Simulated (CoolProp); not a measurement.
1,2-dichloroethane at several states: fugacity coefficient from the reference equation and from simpler models built on Tc = 561.6 K, pc = 5226 kPa, ω = 0.269; each cubic takes its own stable root.

The numbers come from the reference Helmholtz-energy equation of state, Thol 2015 in CoolProp.

```json
[
 {"T (K)": "428.9", "p (kPa)": "7730", "phase": "liquid", "reference": "___", "van der Waals": "0.2270", "Redlich-Kwong": "___"},
 {"T (K)": "261.8", "p (kPa)": "341", "phase": "liquid", "reference": "0.004127", "van der Waals": "___", "Redlich-Kwong": "0.01255"},
 {"T (K)": "370.3", "p (kPa)": "2380", "phase": "liquid", "reference": "0.06568", "van der Waals": "0.3086", "Redlich-Kwong": "0.1151"},
 {"T (K)": "242.8", "p (kPa)": "618", "phase": "liquid", "reference": "0.0006024", "van der Waals": "___", "Redlich-Kwong": "0.002040"}
]
```

**Question.** Fill in the missing entries.

**Answer.** 
- 428.9, reference: 0.08931
- 428.9, Redlich-Kwong: 0.1286
- 261.8, van der Waals: 0.2575
- 242.8, van der Waals: 0.08336
